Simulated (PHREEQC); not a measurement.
Solution (25 °C): 24 mmol/kgw H2SO4. Closed to the air; pH follows from the charge balance.

The numbers come from PHREEQC with the ion-association model, phreeqc.dat.

This is a speciation only: nothing precipitates in the calculation.

Question: Estimate the pH, ionic strength.

Answer: pH 1.54; ionic strength 0.0423 mol/kgw.

Question: In which forms is S present?

Answer: HSO4- 62 %, SO4-2 38 % of the S.

Species that the database lacks are ignored.
